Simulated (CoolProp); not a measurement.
A simple Rankine cycle with water: condensing at 324.15 K, boiler at 0.448 MPa, turbine inlet 460.9 K, turbine efficiency 0.6, pump efficiency 0.8, no recuperator. Each further row changes one setting.

Values from CoolProp's reference Helmholtz-energy equation of state, Wagner 2002.

| case | thermal efficiency (%) | net work (kJ/kg) | heat in (kJ/kg) | turbine exit temperature (K) | volume ratio over the turbine |
|---|---|---|---|---|---|
| as stated | 12.9 | 337 | 2620 | 324.2 | … |
| turbine inlet 480.9 K | 13.0 | 345 | … | 324.2 | 23.1 |
| condensing temperature 316.15 K | 13.9 | 368 | 2650 | 316.2 | … |
| boiler pressure 0.314 MPa | 11.7 | 307 | 2630 | 324.2 | 16.8 |
| turbine efficiency 0.5 | … | … | 2620 | 324.2 | 24.4 |

Question: Some entries are withheld; supply them.

Answer: 
- as stated, volume ratio over the turbine: 23.8
- turbine inlet 480.9 K, heat in (kJ/kg): 2660
- condensing temperature 316.15 K, volume ratio over the turbine: 34.6
- turbine efficiency 0.5, thermal efficiency (%): 10.7
- turbine efficiency 0.5, net work (kJ/kg): 281

The expansion ends wet for: as stated; turbine inlet 480.9 K; condensing temperature 316.15 K; boiler pressure 0.314 MPa; turbine efficiency 0.5.
